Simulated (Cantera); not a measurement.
An adiabatic, constant-pressure homogeneous reactor starts with 15.6 % H2, 17.7 % O2, 66.5 % N2, 0.233 % NO, at 1500 K and 0.780 bar.

Model: GRI-Mech 3.0 (53 species, 325 reactions), integrated in Cantera.

x: mole fraction; the columns are a selection and need not sum to one.

```
t (s)     T (K)     x H2    x O2     x H2O    x NO2     x N2O     x NO
--------  -----  -------  ------  --------  -------  --------  -------
3.00e-6    1500    0.156   0.177   1.02e-6  2.38e-8  2.90e-10  0.00233
1.03e-5    1500    0.155   0.177  0.000473  5.64e-7   9.38e-9  0.00233
3.54e-5       …        …  0.0987         …        …         …  0.00241
0.000122   2235  0.00952  0.0990     0.139  5.97e-7   2.40e-7  0.00253
0.000418   2445  0.00353   0.102     0.155  1.40e-6   5.15e-7  0.00276
0.00144    2467  0.00282   0.103     0.157  1.88e-6   5.76e-7  0.00332
0.00493    2464  0.00280   0.102     0.157  2.86e-6   5.80e-7  0.00505
0.0169     2458  0.00274  0.0998     0.157  5.20e-6   6.01e-7  0.00921
0.0582     2452  0.00269  0.0980     0.157  7.48e-6   6.33e-7   0.0133
0.200      2452  0.00268  0.0978     0.157  7.71e-6   6.37e-7   0.0137
```

Task: Some entries are withheld; supply them.

Result: 
- 3.54e-5, T (K): 1851
- 3.54e-5, x H2: 0.0163
- 3.54e-5, x H2O: 0.116
- 3.54e-5, x NO2: 4.02e-7
- 3.54e-5, x N2O: 1.47e-7
